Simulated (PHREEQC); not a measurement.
Acid mine or pickling water: speciation

Synthetic water in mmol/kgw, 20 °C, pH 2.8, pe 11.1:

| constituent | mmol/kgw |
|---|---|
| Na | 5.77 |
| K | 6.08 |
| Ca | 1.52 |
| Mg | 1.28 |
| Cl | 5.56 |
| S(6) | 7.59 |
| O(0) (counted as O atoms) | 0.0529 |

Valence states are taken as typed.

Model: ion-association model, phreeqc.dat, run in PHREEQC.

Each row changes one thing in this solution. This is a speciation only: nothing precipitates in the calculation.

```tsv
case	ionic strength (mol/kgw)	SO4-2 (mol/kgw)	Ca+2 (mol/kgw)	Mg+2 (mol/kgw)	HSO4- (mol/kgw)	CaSO4 (mol/kgw)	SI of Gypsum (CaSO4:2H2O)	SI of Sylvite (KCl)
as made	0.0262	0.00610	0.00115	0.000923	0.000541	0.000365	-1.09	-5.49
Mg from 1.28 to 2.56 mmol/kgw	0.0276	0.00584	0.00117	0.00188	…	0.000347	-1.11	-5.49
all concentrations times 3 at the same typed pH	0.0726	0.0171	0.00299	0.00234	0.00123	0.00155	-0.46	-4.62
temperature from 20 to 35 °C at the same typed pH	0.0255	0.00580	…	0.000837	…	0.000377	-1.11	-5.57
```

Task: Complete the blanks.

Result: 
- Mg from 1.28 to 2.56 mmol/kgw, HSO4- (mol/kgw): 0.000513
- temperature from 20 to 35 °C at the same typed pH, Ca+2 (mol/kgw): 0.00114
- temperature from 20 to 35 °C at the same typed pH, HSO4- (mol/kgw): 0.000714
